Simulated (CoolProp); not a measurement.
Saturation properties of nitrogen (Tc = -147.0 °C, pc = 3396 kPa, ω = 0.037).

The numbers come from the reference Helmholtz-energy equation of state, Span 2000 in CoolProp.

| T (°C) | p (kPa) | liquid density (kg/m³) | vapour Z | vapour viscosity (µPa s) |
|---|---|---|---|---|
| -197.85 | 78.96 | 815.3 | 0.9639 | 5.29 |
| -194.65 | 115.7 | 800.9 | 0.9526 | 5.53 |
| -191.45 | 164.2 | 786.0 | 0.9393 | 5.79 |
| -188.15 | 228.9 | 770.1 | 0.9234 | 6.06 |
| -184.95 | 308.0 | 754.2 | 0.9058 | 6.33 |
| -181.75 | 405.6 | 737.7 | 0.8859 | 6.61 |
| -178.45 | 528.2 | 719.9 | 0.8629 | 6.91 |
| -175.25 | 670.8 | 701.8 | 0.8381 | 7.22 |
| -172.05 | 839.3 | 682.6 | 0.8107 | 7.54 |
| -168.75 | 1043 | 661.5 | 0.7793 | 7.91 |

It boils at -195.8 °C under 1 atm.

Viscosity comes from a separate model (Lemmon 2004).
